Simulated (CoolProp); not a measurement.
Vapour pressure (bar) of n-heptane: the reference equation beside estimates from Tc = 268.1 °C, pc = 27.74 bar, ω = 0.349.

Computed with CoolProp (reference Helmholtz-energy equation of state, Span 2003). It is a short technical equation, of lower accuracy than the large ones.

```
T (°C)  reference  Lee-Kesler  Redlich-Kwong  Soave-Redlich-Kwong  Peng-Robinson
------  ---------  ----------  -------------  -------------------  -------------
59.35      0.2735      0.2653         0.7248               0.2671         0.2732
61.75      0.2996      0.2911         0.7794               0.2929         0.2991
64.05      0.3265      0.3177         0.8345               0.3194         0.3256
66.35      0.3553      0.3462         0.8926               0.3478         0.3541
68.65         [?]      0.3767         0.9536               0.3783         0.3845
70.95      0.4190      0.4093          1.018                  [?]         0.4171
73.25      0.4541      0.4442          1.085               0.4457         0.4518
75.55      0.4915      0.4815          1.155               0.4828         0.4888
77.85      0.5314      0.5212          1.229               0.5223            [?]
80.15      0.5737      0.5634          1.307               0.5645         0.5700
82.45      0.6188      0.6084          1.387               0.6093         0.6145
84.75      0.6666      0.6561          1.472               0.6569         0.6618
87.05      0.7173      0.7068          1.560               0.7074         0.7119
89.35      0.7710      0.7606          1.652               0.7609         0.7650
```

Problem. Complete the blanks.

Solution. 
- 68.65, reference: 0.3861
- 70.95, Soave-Redlich-Kwong: 0.4109
- 77.85, Peng-Robinson: 0.5281

Absolute difference from the reference over all 14 rows, mean and median: Lee-Kesler 2.1 and 2.1 %, Redlich-Kwong 138.0 and 137.0 %, Soave-Redlich-Kwong 1.8 and 1.8 %, Peng-Robinson 0.5 and 0.5 %.
